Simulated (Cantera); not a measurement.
A perfectly stirred reactor is fed with CH4 : CO2 = 1 : 1.3 (molar parts), at 100.0 Torr; it is held at 1400 K, and followed from long to short residence time.

Cantera simulation using GRI-Mech 3.0 (53 species, 325 reactions); the numbers are that mechanism's predictions, not measurements.

| quantity | before | after |
|---|---|---|
| x(CH4) at τ = 3.60 s | 0.359 | 0.318 |
| x(CO2) at τ = 3.60 s | 0.511 | 0.472 |
| x(OH) at τ = 3.60 s | 1.11e-8 | 2.87e-8 |
| x(C2H) at τ = 3.60 s | 3.81e-10 | 9.64e-10 |
| x(H2) at τ = 3.60 s | 0.0535 | 0.0736 |
| x(CH4) at τ = 16.0 ms | 0.435 | 0.434 |
| x(CO2) at τ = 16.0 ms | 0.565 | 0.565 |
| x(OH) at τ = 16.0 ms | 4.73e-11 | 1.03e-10 |
| x(C2H) at τ = 16.0 ms | <1e-12 | <1e-12 |
| x(H2) at τ = 16.0 ms | 0.000108 | 0.000215 |

**Question.** Name the change that produced these shifts.
A) CO2 1.3 to 12 parts
B) temperature 1400 to 1348 K
C) temperature 1400 to 1650 K
D) temperature 1400 to 1423 K

**Answer.** D, temperature 1400 to 1423 K
